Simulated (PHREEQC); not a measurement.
TMAH is added in steps, without added water, to 1 kg of water holding 0.0061 mol/kgw ZnSO4, 0.011 mol/kgw NaCl and 0.006 mol/kgw HCl, at 35 °C. Oxygen is held at 0.21 atm. The system is closed to CO2. Precipitation was switched off in this run.

Base run: PHREEQC, ion-association model, wateq4f.dat. Each further column changes one thing. The table gives Zn+2 (mol/kgw).

```csv
TMAH added (mol),base,metal-ligand complexes left out,Debye-Hückel limiting law,Davies equation for every ion,all activity coefficients set to 1
0,0.00474,0.00610,0.00506,0.00479,0.00363
0.002167,0.00467,0.00610,0.00502,0.00473,0.00350
0.004333,0.00460,0.00610,0.00498,0.00466,0.00334
0.0065,0.00420,0.00567,0.00459,0.00427,0.00294
0.008667,0.00310,0.00425,0.00342,0.00316,0.00207
0.01083,0.00219,0.00305,0.00243,0.00224,0.00140
0.013,0.00139,0.00196,0.00156,0.00143,0.000858
0.01517,0.000696,0.000982,0.000787,0.000714,0.000415
0.01733,0.000142,0.000196,0.000165,0.000147,8.23e-5
0.0195,9.71e-7,9.89e-7,1.34e-6,1.01e-6,3.50e-7
0.02167,1.13e-7,1.14e-7,1.60e-7,1.18e-7,3.87e-8
0.02383,3.37e-8,3.39e-8,4.85e-8,3.51e-8,1.12e-8
0.026,1.41e-8,1.41e-8,2.06e-8,1.46e-8,4.55e-9
```

In at least one series the solution becomes supersaturated in solids that the run did not let form, among them Zn(OH)2-e, Zn4(OH)6SO4, Zn5(OH)8Cl2. (CH3)4N+ isn't in the database: it is added as a free cation with an ion size of 4 Å.
